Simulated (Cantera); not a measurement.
What does this Cantera script print?

```python
import numpy as np
import cantera as ct

gas_names = """
    CL CLO CL2 O O2 O3 Si SiCL SiCL2 SiCL3 SiCL4 SiO SiO2 Si2 Si3
""".split()
cond_names = """
    Si(cr) Si(L) SiO2(Lqz) SiO2(hqz) SiO2(L)
""".split()


# ... load() reads the species with a 1 bar reference pressure and builds the phases ...
atoms = {
    'SiO2': {'Si': 1, 'O': 2},
    'Cl2': {'CL': 2},
}
top_T = {}  # K; cautious upper limits of use, not melting points


# ... equilibrate(T, P, feed) seeds the gas with the atoms and calls Mixture.equilibrate('TP', solver="vcs", rtol=1e-11, max_steps=5000) ...
results = []
feed = {'SiO2': 1, 'Cl2': 0.9}  # mol
T = 1125  # K
P = 15  # Pa
mix = equilibrate(T, P, feed)
results.append((T, P, feed, dict(zip(mix.species_names, mix.species_moles))))
x = sorted(zip(gas.X, gas.species_names), reverse=True)
print(f"T = {T:g} K  P = {P:g} Pa  gas = {mix.phase_moles(0):.4g} mol")
print("   x: " + "  ".join(f"{s} {v:.3e}" for v, s in x if v > 1e-05))
print("   condensed (mol): " + ("  ".join(f"{mix.phase(i).name} {mix.phase_moles(i):.4g}"
      for i in range(1, mix.n_phases) if mix.phase_moles(i) > 1e-12) or "none"))
```

Output:

```
T = 1125 K  P = 15 Pa  gas = 0.9751 mol
   x: CL2 8.459e-01  CL 1.541e-01  SiCL4 2.725e-05  O2 2.703e-05
   condensed (mol): SiO2(hqz) 1
```

Cantera equilibrium calculation (NASA polynomials, part measured and part estimated; ideal gas, pure solids and liquids).
